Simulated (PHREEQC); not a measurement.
Synthetic water in mg/L, 25 °C, pH 6.89, pe 1: Na 27.3; K 42.3; Ca 55.3; Mg 45.8; Cl 44.3; S(6) as SO4 61; Alkalinity as HCO3 391; Mn(2) 0.225.

Valence states are taken as typed.

Equilibrium calculation in PHREEQC: ion-association model, wateq4f.dat.

No solid was allowed to form.

Problem. Order these S species by the share of S that they hold, largest first: SO4-2, KSO4-, NaSO4-, MgSO4, CaSO4.

Solution. SO4-2 (78 %), MgSO4 (13 %), CaSO4 (8.2 %), KSO4- (0.38 %), NaSO4- (0.30 %)

Problem. Order these Ca species by the share of Ca that they hold, largest first: Ca+2, CaSO4, CaCO3, CaHCO3+.

Solution. Ca+2 (91 %), CaHCO3+ (4.7 %), CaSO4 (3.8 %), CaCO3 (0.20 %)

The pH is 6.89 and the ionic strength 0.0119 mol/kgw.
